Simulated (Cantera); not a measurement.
Feed: 1 mol SiF4, a varied amount of H2, held at 6.20 mbar.

Equilibrium computed with Cantera from the NASA thermochemical tables; the gas is ideal and each condensed phase is pure. Candidate condensed phases: Si; 25 gas species. The tables' values for SiF2, SiF3 are old estimates. Kinetics and transport are ignored.

**Question.** What condenses at these points (T in K, n(H2) in mol): (1200, 120); (1950, 610); (2400, 860); (1650, 1600); (1500, 120)?

**Answer.** 
```json
[
 {"T (K)": "1200", "n(H2) in mol": "120", "condensed phases": "gas only", "Si condensed (%)": "0.0"},
 {"T (K)": "1950", "n(H2) in mol": "610", "condensed phases": "gas only", "Si condensed (%)": "0.0"},
 {"T (K)": "2400", "n(H2) in mol": "860", "condensed phases": "gas only", "Si condensed (%)": "0.0"},
 {"T (K)": "1650", "n(H2) in mol": "1600", "condensed phases": "Si", "Si condensed (%)": "6.4"},
 {"T (K)": "1500", "n(H2) in mol": "120", "condensed phases": "gas only", "Si condensed (%)": "0.0"}
]
```
